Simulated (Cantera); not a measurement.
Hydrocarbon pyrolysis for carbon deposition

An isothermal, constant-pressure homogeneous reactor starts with 1.15 % C₂H₆, 98.9 % N₂, at 1850 K and 0.480 bar.

Cantera simulation using GRI-Mech 3.0 (53 species, 325 reactions); the numbers are that mechanism's predictions, not measurements. GRI-Mech 3.0 stops at C3 and has no aromatics, soot or wall deposition, so with more carbon than oxygen in the feed, carbon stays in small species such as C2H2 where larger ones or solid carbon would form.

```json
[
 {"t (s)": "0.000200", "x C₂H₆": "1.17e-5", "x H₂": "0.0178", "x CH₂": "8.66e-6", "x H": "0.000343", "x C₂H₂": "0.00898", "x C₂H": "1.86e-6"},
 {"t (s)": "0.000502", "x C₂H₆": "3.18e-6", "x H₂": "0.0193", "x CH₂": "2.85e-6", "x H": "0.000192", "x C₂H₂": "0.01000", "x C₂H": "1.07e-6"},
 {"t (s)": "0.00126", "x C₂H₆": "1.13e-6", "x H₂": "0.0199", "x CH₂": "1.13e-6", "x H": "0.000123", "x C₂H₂": "0.0103", "x C₂H": "6.85e-7"},
 {"t (s)": "0.00317", "x C₂H₆": "5.50e-7", "x H₂": "0.0203", "x CH₂": "6.53e-7", "x H": "0.000100", "x C₂H₂": "0.0105", "x C₂H": "5.57e-7"},
 {"t (s)": "0.00796", "x C₂H₆": "2.93e-7", "x H₂": "0.0209", "x CH₂": "4.83e-7", "x H": "0.000101", "x C₂H₂": "0.0107", "x C₂H": "5.57e-7"},
 {"t (s)": "0.0200", "x C₂H₆": "1.06e-7", "x H₂": "0.0215", "x CH₂": "3.09e-7", "x H": "0.000107", "x C₂H₂": "0.0109", "x C₂H": "5.82e-7"},
 {"t (s)": "0.0502", "x C₂H₆": "2.46e-8", "x H₂": "0.0220", "x CH₂": "1.57e-7", "x H": "0.000112", "x C₂H₂": "0.0111", "x C₂H": "6.05e-7"},
 {"t (s)": "0.126", "x C₂H₆": "4.24e-9", "x H₂": "0.0222", "x CH₂": "6.71e-8", "x H": "0.000115", "x C₂H₂": "0.0111", "x C₂H": "6.19e-7"},
 {"t (s)": "0.317", "x C₂H₆": "6.20e-10", "x H₂": "0.0223", "x CH₂": "2.59e-8", "x H": "0.000116", "x C₂H₂": "0.0112", "x C₂H": "6.25e-7"},
 {"t (s)": "0.796", "x C₂H₆": "8.29e-11", "x H₂": "0.0224", "x CH₂": "9.33e-9", "x H": "0.000117", "x C₂H₂": "0.0112", "x C₂H": "6.28e-7"},
 {"t (s)": "2.00", "x C₂H₆": "1.62e-11", "x H₂": "0.0224", "x CH₂": "3.65e-9", "x H": "0.000117", "x C₂H₂": "0.0112", "x C₂H": "6.28e-7"}
]
```
x: mole fraction; the columns are a selection and need not sum to one.

Equilibrium at this temperature and pressure: C₂H₆ 2.07e-12, H₂ 0.0224, CH₂ 1.36e-9, H 0.000117, C₂H₂ 0.00107, C₂H 6.04e-8 (gas phase only).
